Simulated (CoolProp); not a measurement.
CF4 (R14) along the isobar 2090 kPa: fugacity coefficient from the reference equation and from simpler models built on Tc = 227.4 K, pc = 3762 kPa, ω = 0.178; each cubic takes its own stable root.

Values from CoolProp's reference Helmholtz-energy equation of state, Platzer 1990. This equation is an older, rougher fit; its heat capacities, sound speeds and derivatives of the liquid may be far off and weren't checked against measurements.

```
T (K)   phase  reference
-----  ------  ---------
192.6  liquid     0.4839
214.2     gas     0.7771
235.8     gas     0.8365
257.3     gas     0.8767
278.9     gas     0.9060
300.4     gas     0.9278
322       gas     0.9447
343.6     gas     0.9579
365.1     gas     0.9683
386.7     gas     0.9768
408.2     gas     0.9836
429.8     gas     0.9892
451.4     gas     0.9939
472.9     gas     0.9977
494.5     gas      1.001
```

**Question.** How far does each simpler model (van der Waals, Redlich-Kwong, Soave-Redlich-Kwong) lie from the reference over these 15 states: mean and median of the absolute difference, and the worst?

**Answer.** 
- van der Waals: mean 4.5 %, median 1.6 %, worst +46.0 % at 192.6 K and 2090 kPa
- Redlich-Kwong: mean 1.6 %, median 1.0 %, worst +12.6 % at 192.6 K and 2090 kPa
- Soave-Redlich-Kwong: mean 0.4 %, median 0.3 %, worst +1.6 % at 192.6 K and 2090 kPa
